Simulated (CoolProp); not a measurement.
A single-stage vapour-compression cycle with the fluid: evaporating at 301.15 K (dew point), condensing at 365.15 K (bubble point), superheat 8 K, subcooling 2 K, compressor efficiency 0.85, no pressure losses. The same conditions are run with several fluids, on thermodynamics alone (safety and materials aside).

Values from CoolProp's reference Helmholtz-energy equation of state of each fluid (c-C4F8 (RC318): Platzer 1990; n-perfluorohexane: Gao 2022; R1224YDZ: Akasaka 2023; cyclohexane: Zhou 2014; R1336mzz(Z): McLinden 2020; n-perfluorobutane: Gao 2022). The equations of Platzer and Polt are older, rougher fits.

| fluid | cooling COP | pressure ratio | discharge temperature (K) | refrigerating effect (kJ/kg) | volumetric capacity (kJ/m³) |
|---|---|---|---|---|---|
| c-C4F8 (RC318) | 1.70 | 5.06 | 365.2 | 33.6 | 994 |
| n-perfluorohexane | 1.83 | 8.62 | 365.1 | 30.6 | 138 |
| R1224YDZ | 2.73 | 5.93 | 365.5 | 93.0 | 936 |
| cyclohexane | 3.22 | 9.44 | 370.1 | 276 | 135 |
| R1336mzz(Z) | 2.73 | 7.06 | 365.2 | 93.8 | (withheld) |
| n-perfluorobutane | 1.13 | 5.10 | 365.1 | (withheld) | (withheld) |

Some entries are withheld; supply them.


- R1336mzz(Z), volumetric capacity (kJ/m³): 515
- n-perfluorobutane, refrigerating effect (kJ/kg): 17.7
- n-perfluorobutane, volumetric capacity (kJ/m³): 531

The compression ends wet for: c-C4F8 (RC318); n-perfluorohexane; R1336mzz(Z); n-perfluorobutane.
